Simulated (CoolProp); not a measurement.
Values from CoolProp's reference Helmholtz-energy equation of state, Wagner 2002.

Problem. For water, give the phase and the cv (kJ/(kg K)), isothermal compressibility (1/MPa), expansivity (1/kK) at 353.55 °C and 4.03 MPa.

Solution. 
- 353.55 °C and 4.03 MPa: gas; cv 1.78, isothermal compressibility 0.270, expansivity 2.14
